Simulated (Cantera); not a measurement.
Charge: 1 mol V2O5, 0.88 mol H2, 1.5 mol N2, equilibrated at 0.000210 bar.

Method: chemical equilibrium by Gibbs-energy minimisation in Cantera with the NASA 1993 tables (ideal gas, pure condensed phases). Candidate condensed phases: H2O, V, VN, VO, V2O3, V2O4, V2O5; 28 gas species. Condensed phases not in the tables: the oxides between V2O3 and V2O5 other than VO2. Equilibrium is a limit: real reactors are often held back by kinetics, nucleation or transport.

Task: At 1500 K, list the 7 most abundant gas species with their mole fractions, and the condensed phases.

Result: N2 0.614, H2O 0.360, O2 0.0243, OH 0.000719, VO2 0.000450, NO 0.000368, H2 0.000301. Condensed: V2O4(s).
